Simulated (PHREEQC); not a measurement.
Consider water at 90 °C with 0.066 mol/kgw HNO3, 0.00054 mol/kgw AlCl3 and 0.41 mol/kgw KCl. Closed to the air; pH follows from the charge balance.

Computed with PHREEQC (ion-association model, phreeqc.dat).

| Quantity | Value |
|---|---|
| pH | 1.31 |
| ionic strength | 0.479 mol/kgw |
| activity of water | 0.984 |
| specific conductance | 173000 µS/cm |
| density | 0.986 g/cm³ |
| total alkalinity | -66.0 meq/kg |

| species | molality | activity | log γ |
|---|---|---|---|
| Cl- | 0.412 | 0.254 | -0.210 |
| K+ | 0.410 | 0.250 | -0.215 |
| H+ | 0.0660 | 0.0489 | -0.130 |
| NO3- | 0.0660 | 0.0382 | -0.237 |
| Al+3 | 0.000538 | 3.65e-5 | -1.169 |
| AlOH+2 | 1.57e-6 | 3.05e-7 | -0.713 |
| Al(OH)2+ | 3.58e-9 | 2.37e-9 | -0.178 |

Precipitation was switched off in this run. Species that the database lacks are ignored. Away from 25 °C the constants follow the database's enthalpies or fits; those with neither stay at their 25 °C values.
